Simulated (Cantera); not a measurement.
What does this Cantera script print?

```python
import numpy as np
import cantera as ct

gas = ct.Solution("gri30.yaml")


def delay(T, t_max=10):
    gas.TPX = T, 1000000, {'CH4': 1, 'H2': 0.63, 'O2': 2.86, 'N2': 10.7, 'H2O': 0.03}
    reactor = ct.IdealGasReactor(gas, clone=False)
    net = ct.ReactorNet([reactor])
    net.rtol, net.atol = 1e-8, 1e-16
    while net.time < t_max:
        t_old, T_old = net.time, reactor.T
        net.step()
        if reactor.T > T + 400:  # ignition: a rise of 400 K
            return t_old + (T + 400 - T_old) / (reactor.T - T_old) * (net.time - t_old)
    return np.nan


taus = []
for T in [1148, 1198, 1248, 1298, 1348, 1398, 1448, 1498, 1548, 1598]:
    taus.append(delay(T))
    print(f"T0 = {T:6g} K   tau = {taus[-1]:.4e} s")
```

Output:

```
T0 =   1148 K   tau = 5.9635e-04 s
T0 =   1198 K   tau = 2.8846e-04 s
T0 =   1248 K   tau = 1.6492e-04 s
T0 =   1298 K   tau = 1.0515e-04 s
T0 =   1348 K   tau = 7.1403e-05 s
T0 =   1398 K   tau = 5.0322e-05 s
T0 =   1448 K   tau = 3.6326e-05 s
T0 =   1498 K   tau = 2.6686e-05 s
T0 =   1548 K   tau = 1.9888e-05 s
T0 =   1598 K   tau = 1.5014e-05 s
```

Detailed kinetics in Cantera: GRI-Mech 3.0 (53 species, 325 reactions).
